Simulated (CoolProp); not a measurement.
Computed with CoolProp (reference Helmholtz-energy equation of state, Schroeder 2014).

### Question
Give the vapour pressure (MPa), vapour density (kg/m³), enthalpy of vaporisation (kJ/kg), liquid cp (kJ/(kg K)) of saturated ethanol at 353.1 K.

### Answer
```tsv
T (K)	p (MPa)	vapour density (kg/m³)	enthalpy of vaporisation (kJ/kg)	liquid cp (kJ/(kg K))
353.1	0.108	1.75	847	2.95
```
